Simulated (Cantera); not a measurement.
**Thermodynamics of carbon deposition, reforming and gasification, feed C₂H₆ + NH₃ + H₂**

Feed: 1 mol C₂H₆, 0.37 mol NH₃, 19 mol H₂, held at 1175 °C.

Method: chemical equilibrium by Gibbs-energy minimisation in Cantera with the NASA 1993 tables (ideal gas, pure condensed phases). Candidate condensed phases: C, C₆H₆, C₇H₈, C₈H₁₈; 92 gas species. The ideal-gas law is rough above about 30 bar. Kinetics and transport are ignored.

```tsv
P (Pa)	x H₂	x CH₄	x N₂	x H	x NH₃	x HCN	n C(graphite)
10	0.991	3.28e-7	0.00810	0.000918	6.47e-10	6.48e-5	2.00
160	0.992	5.25e-6	0.00810	0.000229	1.04e-8	6.48e-5	2.00
2500	0.992	8.20e-5	0.00810	5.81e-5	1.62e-7	6.48e-5	2.00
40000	0.990	0.00131	0.00811	1.45e-5	2.59e-6	6.48e-5	1.97
630000	0.972	0.0198	0.00824	3.62e-6	3.99e-5	6.47e-5	1.56
10000000	0.894	0.0963	0.00863	8.72e-7	0.000572	2.29e-5	0
```
x: gas mole fraction; n: condensed amount in mol.

From 10.0 Pa to 6.30 bar the condensed part is C(graphite). At 100 bar nothing is condensed. The main C-bearing gas is HCN at 10.0 Pa and CH₄ at 100 bar.
